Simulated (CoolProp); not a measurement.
50 sccm (0 °C, 1 atm) of nitrogen bubbles through liquid toluene at 316.1 K and leaves saturated at a total pressure of 0.0568 MPa (ideal gas phase). Each further row changes one setting.

Computed with CoolProp (reference Helmholtz-energy equation of state, Lemmon 2006). It is a short technical equation, of lower accuracy than the large ones.

| case | vapour pressure (kPa) | mole fraction of vapour | delivery (mg/min) | delivery (sccm) | change of delivery for a bath 1 K warmer (%) |
|---|---|---|---|---|---|
| as stated | 9.02 | 0.159 | 38.8 | 9.45 | 5.5 |
| bath temperature 321.1 K | 11.3 | 0.198 | 50.8 | 12.4 | 5.6 |
| total pressure 0.114 MPa | 9.02 | 0.0792 | 17.7 | 4.30 | 5.0 |
